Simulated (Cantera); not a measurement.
A perfectly stirred reactor is fed with H2 : O2 = 0.41 : 1 (molar parts), equivalence ratio 0.20, at 3.90 Torr; it is held at 1423 K, and followed from long to short residence time.

Detailed kinetics in Cantera: the H2/O2 subset of GRI-Mech 3.0, which has no nitrogen chemistry. Radical loss at walls, strong at low pressure, is not modelled. The temperature is held fixed by assumption; the heat of reaction is taken as removed at once.

Task: What does this change do: pressure from 3.90 Torr to 28.5 Torr?

Result: 
| quantity | before | after |
|---|---|---|
| x(H2) at τ = 16.0 s | 0.000716 | 6.11e-5 |
| x(O2) at τ = 16.0 s | 0.655 | 0.659 |
| x(O) at τ = 16.0 s | 0.00285 | 0.000192 |
| x(OH) at τ = 16.0 s | 0.00480 | 0.00125 |
| x(HO2) at τ = 16.0 s | 9.91e-7 | 8.62e-7 |
| x(H2) at τ = 61.0 ms | 0.0160 | 0.00242 |
| x(O2) at τ = 61.0 ms | 0.579 | 0.650 |
| x(O) at τ = 61.0 ms | 0.0729 | 0.00815 |
| x(OH) at τ = 61.0 ms | 0.0213 | 0.00806 |
| x(HO2) at τ = 61.0 ms | 2.61e-6 | 1.30e-5 |

Task: What does this change do: pressure from 3.90 Torr to 17.3 Torr?

Result: 
```
quantity                 before     after
---------------------  --------  --------
x(H2) at τ = 16.0 s    0.000716  0.000109
x(O2) at τ = 16.0 s       0.655     0.659
x(O) at τ = 16.0 s      0.00285  0.000381
x(OH) at τ = 16.0 s     0.00480   0.00176
x(HO2) at τ = 16.0 s    9.91e-7   9.37e-7
x(H2) at τ = 61.0 ms     0.0160   0.00422
x(O2) at τ = 61.0 ms      0.579     0.642
x(O) at τ = 61.0 ms      0.0729    0.0156
x(OH) at τ = 61.0 ms     0.0213    0.0111
x(HO2) at τ = 61.0 ms   2.61e-6   1.01e-5
```
